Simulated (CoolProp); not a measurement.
C3F8 (R218) at 298.15 K and 0.54 MPa flows at 0.31 m/s in a round tube of 12.7 mm bore and 15 µm roughness, fully developed (64/Re and Nu = 3.66 if laminar; Colebrook and Gnielinski if turbulent). Each further row changes one setting.

Model: reference Helmholtz-energy equation of state, Lemmon 2006, in CoolProp. It is a short technical equation, of lower accuracy than the large ones.

```
case               Reynolds number  Darcy friction factor  pressure drop (Pa/m)  heat-transfer coefficient (W/(m² K))  mass flow (kg/h)
-----------------  ---------------  ---------------------  --------------------  ------------------------------------  ----------------
as stated                    15100                 0.0299                  5.31                                  48.0              6.64
velocity 0.62 m/s            30200                 0.0263                  18.7                                  87.2              13.3
diameter 25.4 mm             30200                 0.0250                  2.22                                  41.2              26.6
```

Viscosity comes from a separate model (Huber 2003), an estimate that may be off by 10 % or more. Thermal conductivity comes from a separate model (Huber 2003), an estimate that may be off by 10 % or more.
